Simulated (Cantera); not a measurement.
Cantera run:

```python
import numpy as np
import cantera as ct

gas_names = """
    N NO NO2 NO3 N2 N2O Nb NbO NbO2 O O2 O3
""".split()
cond_names = """
    Nb(cr) Nb(L) NbO(s) NbO(L) NbO2(I) NbO2(II) NbO2(III) NbO2(L) Nb2O5(s) Nb2O5(L)
""".split()


# ... load() reads the species with a 1 bar reference pressure and builds the phases ...
atoms = {
    'Nb': {'Nb': 1},
    'N2O': {'N': 2, 'O': 1},
    'N2': {'N': 2},
}
top_T = {}  # K; cautious upper limits of use, not melting points


# ... equilibrate(T, P, feed) seeds the gas with the atoms and calls Mixture.equilibrate('TP', solver="vcs", rtol=1e-11, max_steps=5000) ...
results = []
feed = {'Nb': 1, 'N2O': 18, 'N2': 61}  # mol
T = 2250  # K
P = 13332.2  # Pa
mix = equilibrate(T, P, feed)
results.append((T, P, feed, dict(zip(mix.species_names, mix.species_moles))))
print(gas.report(threshold=0.001))
for i in range(1, mix.n_phases):
    print(f"{mix.phase(i).name:16s} {mix.phase_moles(i):12.5e} mol")
```

Result:

```
       temperature   2250 K
          pressure   13332 Pa
           density   0.020193 kg/m^3
  mean mol. weight   28.334 kg/kmol
   phase of matter   gas

                          1 kg             1 kmol
                     ---------------   ---------------
          enthalpy        2.3637e+06        6.6974e+07  J
   internal energy        1.7035e+06        4.8266e+07  J
           entropy            9794.2        2.7751e+05  J/K
    Gibbs function       -1.9673e+07       -5.5742e+08  J
 heat capacity c_p            1289.6             36539  J/K
 heat capacity c_v            996.15             28225  J/K

                      mass frac. Y      mole frac. X     chem. pot. / RT
                     ---------------   ---------------   ---------------
                NO          0.010065         0.0095041           -31.577
                N2           0.89431           0.90452            -29.46
                 O         0.0016439         0.0029112           -16.847
                O2          0.093738          0.083004           -33.694
     [   +8 minor]        0.00024106         5.652e-05

Nb(cr)            0.00000e+00 mol
NbO(L)            0.00000e+00 mol
NbO2(L)           0.00000e+00 mol
Nb2O5(L)          4.97670e-01 mol
```

These are equilibrium values from Cantera (NASA tables, ideal gas, pure condensed phases), not measurements of a reactor. Condensed phases not in the tables: the oxides between NbO2 and Nb2O5.
